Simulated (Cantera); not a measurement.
An isothermal, constant-pressure homogeneous reactor starts with N2O : H2O = 1 : 0.0067 (molar parts), at 1375 K and 0.310 bar.

Detailed kinetics in Cantera: GRI-Mech 3.0 (53 species, 325 reactions). GRI-Mech 3.0 was tuned for natural gas; its chemistry of N2O as a main component is partial and can be far from experiment. The mechanism lacks the step 2 NO + O2 → 2 NO2, which can matter for NO2 below about 1400 K. The temperature is held fixed by assumption; the heat of reaction is taken as removed at once.

Question: Predict: x(N2O) at 5.00 s; x(H2O) at 5.00 s; x(N2) at 5.00 s; x(HO2) at 5.00 s; x(O2) at 5.00 s; x(OH) at 5.00 s; x(NO) at 5.00 s.

Answer: 
| Property | Value |
|---|---|
| x(N2O) at 5.00 s | 2.14e-5 (gas-phase equilibrium 2.38e-8) |
| x(H2O) at 5.00 s | 0.00444 (gas-phase equilibrium 0.00444) |
| x(N2) at 5.00 s | 0.614 (gas-phase equilibrium 0.663) |
| x(HO2) at 5.00 s | 1.44e-8 (gas-phase equilibrium 1.63e-8) |
| x(O2) at 5.00 s | 0.281 (gas-phase equilibrium 0.331) |
| x(OH) at 5.00 s | 7.31e-6 (gas-phase equilibrium 7.58e-6) |
| x(NO) at 5.00 s | 0.1000 (gas-phase equilibrium 0.000728) |
